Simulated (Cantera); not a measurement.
Input: 1 mol C2F6, 0.0082 mol CH4, a varied amount of H2, 0.12 mol HCl, at 700 K and 0.0975 Torr.

Equilibrium computed with Cantera from the NASA thermochemical tables; the gas is ideal and each condensed phase is pure. Candidate condensed phases: C, C6H6, C7H8, C8H18; 118 gas species. The feed counts by its element totals alone. Condensed phases not in the tables: fluorocarbon polymer. Gases not in the tables: C2F6 and larger saturated fluorocarbons. Kinetics and transport are ignored.

x: gas mole fraction; n: condensed amount in mol.

```json
[
 {"n(H2) (mol)": "0.075", "x HF": "0.108", "x CF4": "0.825", "x H2": "<1e-12", "x HCl": "0.0641", "x Cl2": "0.00161", "n C(graphite)": "0.555"},
 {"n(H2) (mol)": "0.11", "x HF": "0.142", "x CF4": "0.792", "x H2": "<1e-12", "x HCl": "0.0638", "x Cl2": "0.000905", "n C(graphite)": "0.572"},
 {"n(H2) (mol)": "0.16", "x HF": "0.189", "x CF4": "0.748", "x H2": "<1e-12", "x HCl": "0.0622", "x Cl2": "0.000475", "n C(graphite)": "0.597"},
 {"n(H2) (mol)": "0.24", "x HF": "0.257", "x CF4": "0.684", "x H2": "<1e-12", "x HCl": "0.0591", "x Cl2": "0.000221", "n C(graphite)": "0.637"},
 {"n(H2) (mol)": "0.36", "x HF": "0.345", "x CF4": "0.600", "x H2": "<1e-12", "x HCl": "0.0545", "x Cl2": "9.77e-5", "n C(graphite)": "___"},
 {"n(H2) (mol)": "0.53", "x HF": "0.448", "x CF4": "0.503", "x H2": "<1e-12", "x HCl": "0.0490", "x Cl2": "4.28e-5", "n C(graphite)": "___"},
 {"n(H2) (mol)": "0.79", "x HF": "0.570", "x CF4": "0.388", "x H2": "<1e-12", "x HCl": "0.0423", "x Cl2": "1.73e-5", "n C(graphite)": "___"},
 {"n(H2) (mol)": "1.2", "x HF": "0.706", "x CF4": "0.259", "x H2": "<1e-12", "x HCl": "0.0348", "x Cl2": "6.23e-6", "n C(graphite)": "___"},
 {"n(H2) (mol)": "1.7", "x HF": "0.818", "x CF4": "0.153", "x H2": "<1e-12", "x HCl": "0.0286", "x Cl2": "2.41e-6", "n C(graphite)": "___"},
 {"n(H2) (mol)": "2.6", "x HF": "0.944", "x CF4": "0.0346", "x H2": "1.75e-12", "x HCl": "0.0216", "x Cl2": "4.93e-7", "n C(graphite)": "___"},
 {"n(H2) (mol)": "3.8", "x HF": "0.865", "x CF4": "<1e-12", "x H2": "0.118", "x HCl": "0.0173", "x Cl2": "<1e-12", "n C(graphite)": "2.01"},
 {"n(H2) (mol)": "5.6", "x HF": "0.687", "x CF4": "<1e-12", "x H2": "0.299", "x HCl": "0.0137", "x Cl2": "<1e-12", "n C(graphite)": "2.01"},
 {"n(H2) (mol)": "8.3", "x HF": "0.525", "x CF4": "<1e-12", "x H2": "0.465", "x HCl": "0.0105", "x Cl2": "<1e-12", "n C(graphite)": "2.01"}
]
```

Q: Complete the blanks.

A: 
- 0.36, n C(graphite): 0.697
- 0.53, n C(graphite): 0.781
- 0.79, n C(graphite): 0.911
- 1.2, n C(graphite): 1.12
- 1.7, n C(graphite): 1.37
- 2.6, n C(graphite): 1.82
